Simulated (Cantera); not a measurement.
## Catalytic combustion on Pt

An isothermal plug-flow reactor at 1150 K and 230000 Pa (inlet), inlet velocity 0.082 m/s, active area per volume 170 1/m; feed CH₄ : O₂ : N₂ : H₂O = 0.011 : 0.097 : 2.3 : 0.013 (molar parts).

Model: Deutschmann's 1995 Pt surface mechanism with GRI-Mech 3.0 gas chemistry, integrated in Cantera. Catalytic surfaces can have several steady states; this one follows from the mechanism file's or the stated starting coverage. Mass transfer to the wall is taken as infinitely fast.

```
z (m)       x CH₄    x O₂    x H₂O     x CO₂     x CO  θ free Pt   θ O*    θ OH*
-------  --------  ------  -------  --------  -------  ---------  -----  -------
0.00011   0.00422  0.0394  0.00601  0.000315  4.56e-6      0.373  0.625  0.00163
0.00018   0.00402  0.0390  0.00640  0.000507  4.36e-6      0.374  0.625  0.00168
0.0003    0.00370  0.0384  0.00703  0.000817  4.03e-6      0.374  0.624  0.00176
0.0005    0.00321  0.0375  0.00797   0.00128  3.55e-6      0.376  0.623  0.00187
0.00083   0.00254  0.0362  0.00928   0.00193  2.89e-6      0.377  0.621  0.00202
0.0014    0.00165  0.0345   0.0110   0.00275  2.22e-6      0.380  0.618  0.00219
0.0023   0.000774  0.0328   0.0127   0.00357  2.24e-6      0.382  0.616  0.00236
0.0038   0.000196  0.0316   0.0139   0.00420  9.75e-7      0.384  0.614  0.00247
0.0064    1.81e-5  0.0311   0.0143   0.00444  2.06e-7      0.385  0.613  0.00251
0.011     2.76e-7  0.0310   0.0144   0.00450  5.43e-8      0.385  0.613  0.00251
```
x: gas mole fraction; θ: surface coverage.
